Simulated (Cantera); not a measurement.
Input: 1 mol Fe3O4, 5.9 mol C, 0.19 mol H2, equilibrated at 1525 K and 1 atm.

Equilibrium computed with Cantera from the NASA thermochemical tables; the gas is ideal and each condensed phase is pure. Candidate condensed phases: C, C6H6, C7H8, C8H18, Fe, Fe(CO)5, FeO, Fe(OH)2, Fe(OH)3, Fe2O3, Fe3O4, H2O; 114 gas species. Iron dissolves carbon and melts from about 1420 K in contact with it, which pure phases cannot show. Condensed phases not in the tables: cementite and carbon dissolved in iron. The numbers say what is thermodynamically allowed, not how fast it happens.

Base state: CO 0.954, H2 0.0453, CO2 0.000493, H2O 6.30e-5 (mole fractions); condensed: C(graphite) + Fe(γ).

Q: What changes in the equilibrium state with this change: temperature from 1525 K to 1275 K?

A: 
```
species             before     after
----------------  --------  --------
CO                   0.954     0.948
H2                  0.0453    0.0451
CO2               0.000493   0.00638
H2O                6.30e-5  0.000505
CH4                4.74e-6   1.91e-5
C(graphite), mol      1.90      1.93
Fe(γ), mol            3.00      3.00
```

Q: What changes in the equilibrium state with this change: C from 5.9 to 0.74 mol?

A: 
| species | before | after |
|---|---|---|
| CO | 0.954 | 0.609 |
| CO2 | 0.000493 | 0.187 |
| H2 | 0.0453 | 0.112 |
| H2O | 6.30e-5 | 0.0925 |
| C(graphite), mol | 1.90 | 0 |
| Fe(γ), mol | 3.00 | 0 |
| FeO(s), mol | 0 | 3.00 |
The tables' stoichiometric FeO is somewhat more stable than real wüstite, so its field is too wide. FeO: taken at fixed stoichiometry.

Q: What changes in the equilibrium state with this change: Fe3O4 replaced by Cu2O?

A: 
```json
[
 {"species": "CO", "before": "0.954", "after": "0.840"},
 {"species": "H2", "before": "0.0453", "after": "0.159"},
 {"species": "CO2", "before": "0.000493", "after": "0.000382"},
 {"species": "H2O", "before": "6.30e-5", "after": "0.000195"},
 {"species": "Cu", "before": "0", "after": "1.23e-5"},
 {"species": "CH4", "before": "4.74e-6", "after": "5.88e-5"},
 {"species": "C(graphite), mol", "before": "1.90", "after": "4.90"},
 {"species": "Fe(γ), mol", "before": "3.00", "after": "0"},
 {"species": "Cu(l), mol", "before": "0", "after": "2.00"}
]
```
Further candidate phases: Cu, CuO, Cu(OH)2, Cu2O.
